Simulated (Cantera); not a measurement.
## Adiabatic ignition

An adiabatic, constant-volume homogeneous reactor starts with CH4 : O2 : N2 = 1 : 3.7 : 11.5 (molar parts), equivalence ratio 0.54, at 1450 K and 278 Torr.

Cantera simulation using GRI-Mech 3.0 (53 species, 325 reactions); the numbers are that mechanism's predictions, not measurements.

```csv
t (s),T (K),P (bar),x CH4,x O2,x OH,x C2H2,x H2O2
4.00e-6,1450,0.370,0.0617,0.228,2.32e-9,<1e-12,9.63e-11
1.26e-5,1450,0.370,0.0617,0.228,4.14e-9,<1e-12,8.60e-10
4.00e-5,1450,0.370,0.0617,0.228,6.89e-9,<1e-12,6.24e-9
0.000126,1450,0.370,0.0617,0.228,1.83e-8,<1e-12,3.03e-8
0.000400,1450,0.370,0.0617,0.228,7.94e-8,5.27e-12,9.44e-8
0.00126,1451,0.370,0.0614,0.228,7.57e-7,4.09e-9,2.18e-7
0.00400,2642,0.690,<1e-12,0.100,0.0206,<1e-12,2.56e-7
0.0126,2627,0.685,<1e-12,0.0947,0.0195,<1e-12,2.44e-7
0.0400,2625,0.684,<1e-12,0.0937,0.0194,<1e-12,2.42e-7
0.126,2625,0.684,<1e-12,0.0937,0.0194,<1e-12,2.42e-7
0.400,2625,0.684,<1e-12,0.0937,0.0194,<1e-12,2.42e-7
1.26,2625,0.684,<1e-12,0.0937,0.0194,<1e-12,2.42e-7
4.00,2625,0.684,<1e-12,0.0937,0.0194,<1e-12,2.42e-7
```
x: mole fraction; the columns are a selection and need not sum to one.

```
Item                                                               Value
---------------------------------  -------------------------------------
time of steepest temperature rise                                2.85 ms
temperature at 4.00 s                                             2625 K
equilibrium temperature                                           2625 K
x(CH4) at 4.00 s                   <1e-12 (gas-phase equilibrium <1e-12)
x(O2) at 4.00 s                    0.0937 (gas-phase equilibrium 0.0937)
x(OH) at 4.00 s                    0.0194 (gas-phase equilibrium 0.0194)
```
